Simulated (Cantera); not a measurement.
Charge: 1 mol NiS, 19 mol H₂, held at 2073 K and 7.20 mbar.

Cantera equilibrium calculation (NASA polynomials, part measured and part estimated; ideal gas, pure solids and liquids). Candidate condensed phases: Ni, NiS, NiS₂, Ni₃S₂, Ni₃S₄, S; 9 gas species. The numbers say what is thermodynamically allowed, not how fast it happens.

Base state: H₂ 0.891, Ni 0.0442, H 0.0293, S₂ 0.0124, SH 0.00877, S 0.00661, H₂S 0.00410, NiS 0.00388 (mole fractions); condensed: gas only.

Problem. What changes in the equilibrium state with this change: H₂ from 19 to 49 mol?

Solution. 
| species | before | after |
|---|---|---|
| H₂ | 0.891 | 0.936 |
| H | 0.0293 | 0.0300 |
| Ni | 0.0442 | 0.0186 |
| S₂ | 0.0124 | 0.00379 |
| NiS | 0.00388 | 0.000903 |
| S | 0.00661 | 0.00366 |
| SH | 0.00877 | 0.00498 |
| H₂S | 0.00410 | 0.00238 |

Problem. What changes in the equilibrium state with this change: H₂ from 19 to 1700 mol?

Solution. 
```json
[
 {"species": "H₂", "before": "0.891", "after": "0.968"},
 {"species": "H", "before": "0.0293", "after": "0.0305"},
 {"species": "Ni", "before": "0.0442", "after": "0.000577"},
 {"species": "S₂", "before": "0.0124", "after": "9.44e-6"},
 {"species": "NiS", "before": "0.00388", "after": "1.40e-6"},
 {"species": "S", "before": "0.00661", "after": "0.000183"}
]
```
